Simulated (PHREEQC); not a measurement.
## Reverse-osmosis reject: an equilibrium model

Model water analysis in mg/kgw, 25 °C, pH 6.15, pe 8.8:

| constituent | mg/kgw |
|---|---|
| Na | 260 |
| K | 119 |
| Ca | 135 |
| Mg | 27.8 |
| Cl | 323 |
| S(6) as SO4 | 43.9 |
| Alkalinity as HCO3 | 767 |
| F | 0.139 |
| Br | 0.649 |
| Ni | 1.01 |
| Cd | 22.5 |
| N(5) as NO3 | 33.6 |

Valence states are taken as typed.

The numbers come from PHREEQC with the ion-association model, wateq4f.dat.

No solid was allowed to form.

Task: Predict the charge-balance error.

Result: charge-balance error 1.4 %.

Task: In which forms is S present?

Result: SO4-2 77 %, CaSO4 14 %, MgSO4 5.6 %, NaSO4- 2.3 %, KSO4- 0.9 %, CdSO4 0.7 % of the S.

Saturation is exceeded, for instance for Otavite; the values hold only as long as no solid forms. The database's cadmium carbonate complexes are estimates of doubtful size. The database's nickel carbonate constants are estimates that later reviews lower a good deal.
